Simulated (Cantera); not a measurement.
**Premixed flame**

A freely propagating, adiabatic, planar premixed flame of 38.7 % H₂, 12.9 % O₂, 48.4 % N₂, equivalence ratio 1.5, unburnt at 300 K and 0.650 bar; mixture-averaged transport, grid criteria slope 0.08 and curve 0.16, no radiation.

Detailed kinetics in Cantera: the H2/O2 subset of GRI-Mech 3.0, which has no nitrogen chemistry. Burning velocities carry a grid error of a few per cent, more on coarse grids.

| z (mm) | T (K) | u (m/s) | x H₂ | x O₂ | x H | x H₂O | x OH | x H₂O₂ |
|---|---|---|---|---|---|---|---|---|
| -1.72 | 300 | 3.02 | 0.387 | 0.129 | <1e-8 | <1e-8 | <1e-8 | <1e-8 |
| -1.14 | 300 | 3.02 | 0.387 | 0.129 | <1e-8 | <1e-8 | <1e-8 | <1e-8 |
| -0.858 | 300 | 3.02 | 0.387 | 0.129 | <1e-8 | <1e-8 | <1e-8 | <1e-8 |
| -0.572 | 300 | 3.02 | 0.387 | 0.129 | <1e-8 | 3.91e-8 | <1e-8 | <1e-8 |
| -0.286 | 310 | 3.10 | 0.384 | 0.130 | 5.82e-7 | 0.000106 | 4.55e-6 | 3.62e-6 |
| -0.143 | 572 | 5.56 | 0.351 | 0.126 | 0.00330 | 0.0168 | 0.00115 | 0.000117 |
| 0 | 1032 | 9.70 | 0.265 | 0.0978 | 0.0316 | 0.0855 | 0.00154 | 9.93e-6 |
| 0.143 | 1355 | 12.6 | 0.167 | 0.0422 | 0.0678 | 0.191 | 0.00445 | 1.86e-6 |
| 0.286 | 1515 | 14.0 | 0.124 | 0.0135 | 0.0797 | 0.244 | 0.00625 | 1.28e-6 |
| 0.572 | 1656 | 15.2 | 0.117 | 0.00443 | 0.0727 | 0.263 | 0.00760 | 7.80e-7 |
| 1.14 | 1793 | 16.3 | 0.123 | 0.00291 | 0.0576 | 0.269 | 0.00818 | 4.18e-7 |
| 2.29 | 1925 | 17.3 | 0.129 | 0.00183 | 0.0427 | 0.276 | 0.00786 | 2.10e-7 |
| 4.58 | 2038 | 18.2 | 0.134 | 0.000978 | 0.0296 | 0.282 | 0.00666 | 1.07e-7 |
x: mole fraction of selected species; z is measured from the peak of heat release.

```
Quantity                     Value
------------------------  --------
laminar burning velocity  302 cm/s
thermal thickness         0.572 mm
peak x(H)                   0.0799
peak x(OH)                 0.00820
peak x(H₂O₂)              0.000118
grid points                    129
```
